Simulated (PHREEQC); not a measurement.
A solution holds 0.015 mol/kgw MgCl2, 0.00012 mol/kgw Na2CO3 and 0.00015 mol/kgw NaCl, at 25 °C. Closed to the air; pH follows from the charge balance.

Computed with PHREEQC (ion-association model, phreeqc.dat).

Precipitation was switched off in this run.

Problem. Order these C species by the share of C that they hold, largest first: MgCO3, HCO3-, CO3-2, MgHCO3+.

Solution. HCO3- (59 %), MgCO3 (28 %), CO3-2 (8.2 %), MgHCO3+ (5.1 %)

The pH is 9.24 and the ionic strength 0.0452 mol/kgw.
